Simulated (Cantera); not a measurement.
Charge: 1 mol AlN, 0.99 mol C, 0.69 mol N₂, at 2002 °C and 0.00170 bar.

Cantera equilibrium calculation (NASA polynomials, part measured and part estimated; ideal gas, pure solids and liquids). Candidate condensed phases: Al, AlN, C; 16 gas species. Equilibrium is a limit: real reactors are often held back by kinetics, nucleation or transport.

Question: What is the equilibrium state?

Answer: 
* **x(N₂)**: 0.543
* **x(Al)**: 0.457
* **x(CN)**: 0.000236
* **x(Al₂)**: 3.06e-5
* **x(C₂N₂)**: 9.56e-6
* **x(C₃)**: 6.17e-6
* **x(C)**: 3.26e-6
* **x(AlC)**: 1.09e-6
* **n(C(graphite))**: 0.989 mol
* **gas amount**: 2.190 mol
* **log10 activity of Al(l) (absent)**: -1.84
